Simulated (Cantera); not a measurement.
A closed system holds: 1 mol B2O3, 14 mol NH3, held at 875 K and 0.100 bar.

Method: chemical equilibrium by Gibbs-energy minimisation in Cantera with the NASA 1993 tables (ideal gas, pure condensed phases). Candidate condensed phases: B, BN, B2O3, B3O3H3, H2O; 39 gas species. Gases not in the tables: H3BO3. Rates play no part.

Base state: H2 0.748, N2 0.249, H2O 0.00220, NH3 4.82e-5 (mole fractions); condensed: BN(s) + B2O3(l).

Q: What changes in the equilibrium state with this change: temperature from 875 K to 2023.15 K?

A: 
| species | before | after |
|---|---|---|
| H2 | 0.748 | 0.695 |
| N2 | 0.249 | 0.241 |
| HBO | <1e-9 | 0.0215 |
| HBO2 | 1.91e-7 | 0.0196 |
| B2O3 | <1e-9 | 0.0109 |
| H | <1e-9 | 0.00501 |
| BO | <1e-9 | 0.00220 |
| BN(s), mol | 0.0411 | 0 |
| B2O3(l), mol | 0.979 | 0 |

Q: What changes in the equilibrium state with this change: B2O3 replaced by B?

A: 
```
species        before    after
------------  -------  -------
H2              0.748    0.764
N2              0.249    0.236
NH3           4.82e-5  4.84e-5
H2O           0.00220        0
BN(s), mol     0.0411     1.00
B2O3(l), mol    0.979        0
```

Q: What changes in the equilibrium state with this change: B2O3 replaced by BCl3?

A: 
| species | before | after |
|---|---|---|
| H2 | 0.748 | 0.672 |
| N2 | 0.249 | 0.224 |
| HCl | 0 | 0.103 |
| H2O | 0.00220 | 0 |
| NH3 | 4.82e-5 | 3.89e-5 |
| BN(s), mol | 0.0411 | 1.00 |
| B2O3(l), mol | 0.979 | 0 |
Further candidate phases: NH4Cl.
